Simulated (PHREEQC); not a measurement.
Consider water at 95 °C with 0.079 mol NH4HF2, 0.017 mol H2SiF6 and 0.18 mol H2SO4 per kg of water. Closed to the air; pH follows from the charge balance.

Model: ion-association model, wateq4f.dat, run in PHREEQC.

No solid was allowed to form.

Task: Estimate the pH, activity of water, ionic strength.

Result: pH 0.96; activity of water 0.990; ionic strength 0.247 mol/kgw.

Task: In which forms is F present?

Result: HF 58 %, SiF6-2 39 %, H2F2 2.9 % of the F.

Complexes and solids missing from the database can't appear. At this temperature some constants are extrapolated from 25 °C, and those without enthalpy data are left unchanged. SiF6-2 is the database's only silicon fluoride.
